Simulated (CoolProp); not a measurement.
Vapour-liquid equilibrium of acetone (1) + n-decane (2) at 68.85 °C; x and y are mole fractions of (1).

The numbers come from the multi-fluid Helmholtz-energy mixture model, Lemmon 2006 and Lemmon 2006; pair parameters Bell 2016 in CoolProp.

Question: Give the bubble pressure and the first vapour's composition at x = 0.2, 0.5, 0.95. Is there an azeotrope?

Answer: x = 0.2: 65.12 kPa, y = 0.968; x = 0.5: 111.8 kPa, y = 0.985; x = 0.95: 146.8 kPa, y = 0.997. No azeotrope shows between x = 0.05 and 0.95.

Pair parameters are fitted to limited data, so mixtures are less certain than the pure fluids. With so large a gap from Raoult's law the liquid may split in two, which this calculation doesn't test in full.
